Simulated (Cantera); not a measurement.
Thermodynamics of fluorocarbon and chlorocarbon gases, feed CH₃Cl + HCl

Charge: 1 mol CH₃Cl, 0.033 mol HCl, at 1452 °C and 75.0 Torr.

Equilibrium computed with Cantera from the NASA thermochemical tables; the gas is ideal and each condensed phase is pure. Candidate condensed phases: C, C₆H₆, C₇H₈, C₈H₁₈; 91 gas species. Rates play no part.

* **x(HCl)**: 0.508
* **x(H₂)**: 0.492
* **x(H)**: 0.000412
* **x(Cl)**: 0.000329
* **x(C₂H₂ (acetylene))**: 4.53e-5
* **x(CH₄)**: 2.41e-5
* **n(C(graphite))**: 1.000 mol
* **gas amount**: 2.034 mol
